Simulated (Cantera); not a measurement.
A diamond (100) surface in a fixed gas of H2 with x(CH4) = 0.023, x(CH3) = 0.00017, at 1275 K, 0.0560 bar; coverages are run to steady state.

Model: the Harris–Goodwin 1993 mechanism for the reconstructed diamond (100) surface, integrated in Cantera.

θ: site fractions in the mechanism's names (c6HH fully hydrogenated, c6H* and c6*H radical sites, c6** diradical, c6HM methylated).

```tsv
x(H)	growth (µm/h)	θ c6HH	θ c6H*	θ c6*H	θ c6**	θ c6HM
0.0001	0.0787	0.646	0.0286	0.319	0.00433	0.000305
0.00021	0.231	0.547	0.0362	0.404	0.00966	0.000416
0.00045	0.514	0.476	0.0414	0.462	0.0177	0.000528
0.00095	[?]	0.434	0.0442	0.492	[?]	[?]
0.002	[?]	0.412	0.0455	0.507	[?]	0.000676
0.0043	2.06	0.400	0.0462	0.514	0.0382	0.000687
0.009	3.08	0.394	0.0465	0.517	0.0408	0.000647
0.019	4.67	0.391	0.0468	0.519	0.0422	0.000553
0.04	6.73	0.390	0.0471	0.519	0.0430	0.000418
```

Task: Complete the blanks.

Result: 
- 0.00095, growth (µm/h): 0.899
- 0.00095, θ c6**: 0.0264
- 0.00095, θ c6HM: 0.000619
- 0.002, growth (µm/h): 1.38
- 0.002, θ c6**: 0.0335
